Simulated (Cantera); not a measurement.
A closed system holds: 1 mol SiF4, 0.57 mol C2H2, 7 mol H2, equilibrated at 1027 °C and 0.100 bar.

Method: chemical equilibrium by Gibbs-energy minimisation in Cantera with the NASA 1993 tables (ideal gas, pure condensed phases). Candidate condensed phases: C, C6H6, C7H8, C8H18, Si, SiC; 113 gas species. The tables' values for SiF3, SiF2 are old estimates; treat these amounts as uncertain. The numbers say what is thermodynamically allowed, not how fast it happens.

Task: What is the equilibrium state?

Result: 
```json
{
  "x(H2)": "0.879",
  "x(SiF4)": "0.113",
  "x(HF)": "0.00381",
  "x(SiHF3)": "0.00243",
  "x(SiF3)": "0.00130",
  "x(CH4)": "0.000607",
  "x(SiH2F2)": "2.50e-5",
  "x(SiF2)": "1.27e-5",
  "x(H)": "3.28e-6",
  "n(C(graphite))": "1.13 mol",
  "gas_amount": "8.570 mol",
  "log10 activity of Si(s) (absent)": "-2.85"
}
```
